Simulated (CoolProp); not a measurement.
Vapour-liquid equilibrium of R143a (1) + R152A (2) at 0.216 bar; x and y are mole fractions of (1).

Computed with CoolProp (multi-fluid Helmholtz-energy mixture model, Lemmon and Jacobsen 2000 and Outcalt 1996; pair parameters Bell 2016).

Give the bubble temperature and the first vapour's composition at x = 0.65, 0.75, 0.95. Is there an azeotrope?

x = 0.65: -71.2 °C, y = 0.866; x = 0.75: -72.4 °C, y = 0.909; x = 0.95: -74.7 °C, y = 0.983. No azeotrope shows between x = 0.05 and 0.95.

The pair parameters rest on a limited set of measurements; away from them the model extrapolates.
